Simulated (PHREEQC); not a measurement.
Make-up at 25 °C: 0.071 mol/kgw HF and 0.00097 mol/kgw NH4F. Closed to the air; pH follows from the charge balance.

All values are PHREEQC results (ion-association model, wateq4f.dat), not measurements.

```tsv
quantity	before	after
pH	2.23	2.74
ionic strength (mol/kgw)	0.00740	0.00199
H2F2 (mol/kgw)	0.00658	6.61e-5
F- (mol/kgw)	0.00620	0.00195
HF2- (mol/kgw)	0.00120	3.78e-5
```

Question: What was changed between the two runs?
A) temperature from 25 to 60 °C
B) diluted 10-fold with water
C) temperature from 25 to 80 °C
D) HF from 0.071 to 0.0142 mol/kgw
E) temperature from 25 to 55 °C

Answer: B, diluted 10-fold with water

Precipitation was switched off in this run. wateq4f.dat counts part of the HF as a dimer, H2F2, which phreeqc.dat doesn't know; its constant is uncertain.
